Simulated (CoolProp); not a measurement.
Values from CoolProp's reference Helmholtz-energy equation of state, Lemmon 2006. It is a short technical equation, of lower accuracy than the large ones.

For nitrous oxide, give the phase and the density (kg/m³), cp (kJ/(kg K)), cv (kJ/(kg K)), isothermal compressibility (1/MPa) at 311.1 K and 9.9 MPa; 330 K and 9.9 MPa; 424.4 K and 9.9 MPa.


- 311.1 K and 9.9 MPa: supercritical; density 718, cp 3.29, cv 0.937, isothermal compressibility 0.0376
- 330 K and 9.9 MPa: supercritical; density 376, cp 5.42, cv 1.01, isothermal compressibility 0.303
- 424.4 K and 9.9 MPa: supercritical; density 147, cp 1.30, cv 0.852, isothermal compressibility 0.119
